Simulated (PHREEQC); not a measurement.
A column of 0.2 m (40 cells, dispersivity 0.016 m, 300 s a shift, diffusion coefficient 3e-10 m²/s) holds 0.027 eq of the database's cation exchanger X per kg of pore water, first in equilibrium with 0.015 mol MnCl2 and 1e-05 mol HCl per kg of water. It is flushed with 6 mmol/kgw BaCl2, 16 mmol/kgw KBr and 0.01 mmol/kgw HCl, at 15 °C. Values are for the last cell. No CO2 enters from the air. Precipitation was switched off in this run.

Base run: PHREEQC, ion-association model, phreeqc.dat. Each further column changes one thing. The table gives Ba in solution (mol/kgw).

```tsv
pore volumes	base	exchange capacity from 0.027 to 0.013 eq/kgw	dispersivity from 0.016 to 0.032 m
0	0	0	0
0.5125	3.20e-9	1.24e-6	9.98e-7
0.8875	4.43e-6	0.000166	6.64e-5
1.387	0.000169	0.00171	0.000595
1.762	0.000725	0.00352	0.00141
2.263	0.00236	0.00509	0.00279
2.638	0.00376	0.00561	0.00374
3.138	0.00500	0.00588	0.00466
3.513	0.00548	0.00595	0.00512
4.013	0.00579	0.00598	0.00550
```
